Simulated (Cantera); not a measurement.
A perfectly stirred reactor is fed with CO : O2 : H2O : N2 = 0.017 : 0.0065 : 0.035 : 1 (molar parts), equivalence ratio 1.3, at 10.0 bar; it is held at 1075 K, and followed from long to short residence time.

Detailed kinetics in Cantera: GRI-Mech 3.0 (53 species, 325 reactions).

Q: What does this change do: pressure from 10.0 bar to 1.00 bar?

A: 
```
quantity                 before     after
---------------------  --------  --------
x(CO) at τ = 0.520 s    0.00725   0.00209
x(O2) at τ = 0.520 s    0.00180   7.62e-5
x(H2O) at τ = 0.520 s    0.0331    0.0314
x(NO2) at τ = 0.520 s  4.84e-10  1.77e-12
x(OH) at τ = 0.520 s    6.20e-8   7.47e-6
x(CO) at τ = 29.0 ms     0.0145   0.00496
x(O2) at τ = 29.0 ms    0.00536  0.000983
x(H2O) at τ = 29.0 ms    0.0330    0.0324
x(NO2) at τ = 29.0 ms  2.16e-11  2.52e-11
x(OH) at τ = 29.0 ms    9.61e-8   2.99e-5
```

Q: What does this change do: pressure from 10.0 bar to 1.90 bar?

A: 
| quantity | before | after |
|---|---|---|
| x(CO) at τ = 0.520 s | 0.00725 | 0.00231 |
| x(O2) at τ = 0.520 s | 0.00180 | 7.49e-5 |
| x(H2O) at τ = 0.520 s | 0.0331 | 0.0316 |
| x(NO2) at τ = 0.520 s | 4.84e-10 | 3.19e-12 |
| x(OH) at τ = 0.520 s | 6.20e-8 | 3.12e-6 |
| x(CO) at τ = 29.0 ms | 0.0145 | 0.00578 |
| x(O2) at τ = 29.0 ms | 0.00536 | 0.00123 |
| x(H2O) at τ = 29.0 ms | 0.0330 | 0.0327 |
| x(NO2) at τ = 29.0 ms | 2.16e-11 | 5.98e-11 |
| x(OH) at τ = 29.0 ms | 9.61e-8 | 1.21e-5 |
